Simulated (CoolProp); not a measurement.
The fluid at 323.26 K and 3.59 MPa (liquid) is heated at constant pressure to 344.8 K. The same conditions are run with several fluids, on thermodynamics alone (safety and materials aside).

Computed with CoolProp (reference Helmholtz-energy equation of state of each fluid (propyne: Polt 1992; R125: Lemmon 2005; sulfur dioxide: Gao 2016; dodecamethylcyclohexasiloxane (D6): Colonna 2008; 1,2-dichloroethane: Thol 2015)). The equations of Platzer and Polt are older, rougher fits.

Problem. Rank propyne, R125, sulfur dioxide, dodecamethylcyclohexasiloxane (D6), 1,2-dichloroethane by heat (kJ/kg), highest first.

Solution. R125 (87.2), propyne (59.2), dodecamethylcyclohexasiloxane (D6) (35.3), sulfur dioxide (31.4), 1,2-dichloroethane (28.7)

| fluid | final phase | final density (kg/m³) |
|---|---|---|
| propyne | liquid | 535 |
| R125 | gas | 289 |
| sulfur dioxide | liquid | 1230 |
| dodecamethylcyclohexasiloxane (D6) | liquid | 928 |
| 1,2-dichloroethane | liquid | 1180 |
